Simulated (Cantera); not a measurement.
**Gas-phase reforming**

A perfectly stirred reactor is fed with CH₄ : CO₂ = 1 : 0.49 (molar parts), at 500000 Pa; it is held at 1998 K, and followed from long to short residence time.

Model: GRI-Mech 3.0 (53 species, 325 reactions), integrated in Cantera. GRI-Mech 3.0 stops at C3 and has no aromatics, soot or wall deposition, so with more carbon than oxygen in the feed, carbon stays in small species such as C2H2 where larger ones or solid carbon would form.

```
τ (s)      x CH₄     x CO₂     x CH₃       x H       x O
-------  -------  --------  --------  --------  --------
2.0      0.00998  0.000165  0.000187  0.000547  3.69e-11
0.59      0.0110  0.000539  0.000206  0.000546  1.19e-10
0.18      0.0136   0.00161  0.000257  0.000541  3.46e-10
0.052     0.0196   0.00450  0.000377  0.000528  8.92e-10
0.015     0.0312    0.0107  0.000616  0.000503   1.79e-9
0.0045    0.0509    0.0231   0.00104  0.000466   2.77e-9
0.0013    0.0881    0.0524   0.00181  0.000418   3.41e-9
0.00039    0.157     0.114   0.00309  0.000368   3.22e-9
```
x: mole fraction; the columns are a selection and need not sum to one.
